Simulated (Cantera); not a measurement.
## Transport properties of process gases

Gas mixture: CO = 0.058 (molar parts), at 0.740 bar, frozen composition.

Cantera's kinetic-theory transport with the Lennard-Jones parameters of GRI-Mech 3.0, ideal gas; thermal conductivity in the multicomponent form.

```json
[
 {"T (K)": "400", "ρ (kg/m³)": "0.623", "cp (J/kg/K)": "1049", "μ (µPa s)": "22.0", "λ (mW/m/K)": "31.9", "Pr": "0.722", "D (cm²/s) CO₂": "0.362", "D (cm²/s) NH₃": "0.518", "D (cm²/s) CH₄": "0.507"},
 {"T (K)": "650", "ρ (kg/m³)": "0.384", "cp (J/kg/K)": "1098", "μ (µPa s)": "30.7", "λ (mW/m/K)": "47.0", "Pr": "0.718", "D (cm²/s) CO₂": "0.848", "D (cm²/s) NH₃": "1.26", "D (cm²/s) CH₄": "1.17"},
 {"T (K)": "900", "ρ (kg/m³)": "0.277", "cp (J/kg/K)": "1164", "μ (µPa s)": "38.1", "λ (mW/m/K)": "61.9", "Pr": "0.716", "D (cm²/s) CO₂": "1.48", "D (cm²/s) NH₃": "2.22", "D (cm²/s) CH₄": "2.02"},
 {"T (K)": "1150", "ρ (kg/m³)": "0.217", "cp (J/kg/K)": "1211", "μ (µPa s)": "44.7", "λ (mW/m/K)": "75.7", "Pr": "0.715", "D (cm²/s) CO₂": "2.24", "D (cm²/s) NH₃": "3.39", "D (cm²/s) CH₄": "3.05"},
 {"T (K)": "1400", "ρ (kg/m³)": "0.178", "cp (J/kg/K)": "1246", "μ (µPa s)": "50.8", "λ (mW/m/K)": "88.6", "Pr": "0.714", "D (cm²/s) CO₂": "3.11", "D (cm²/s) NH₃": "4.73", "D (cm²/s) CH₄": "4.23"},
 {"T (K)": "1650", "ρ (kg/m³)": "0.151", "cp (J/kg/K)": "1271", "μ (µPa s)": "56.5", "λ (mW/m/K)": "101", "Pr": "0.714", "D (cm²/s) CO₂": "4.09", "D (cm²/s) NH₃": "6.24", "D (cm²/s) CH₄": "5.56"},
 {"T (K)": "1900", "ρ (kg/m³)": "0.131", "cp (J/kg/K)": "1289", "μ (µPa s)": "61.9", "λ (mW/m/K)": "112", "Pr": "0.713", "D (cm²/s) CO₂": "5.17", "D (cm²/s) NH₃": "7.90", "D (cm²/s) CH₄": "7.03"},
 {"T (K)": "2150", "ρ (kg/m³)": "0.116", "cp (J/kg/K)": "1301", "μ (µPa s)": "67.0", "λ (mW/m/K)": "122", "Pr": "0.713", "D (cm²/s) CO₂": "6.35", "D (cm²/s) NH₃": "9.71", "D (cm²/s) CH₄": "8.62"},
 {"T (K)": "2400", "ρ (kg/m³)": "0.104", "cp (J/kg/K)": "1311", "μ (µPa s)": "72.0", "λ (mW/m/K)": "132", "Pr": "0.712", "D (cm²/s) CO₂": "7.62", "D (cm²/s) NH₃": "11.7", "D (cm²/s) CH₄": "10.3"}
]
```
D: mixture-averaged diffusion coefficient of that species in the mixture.
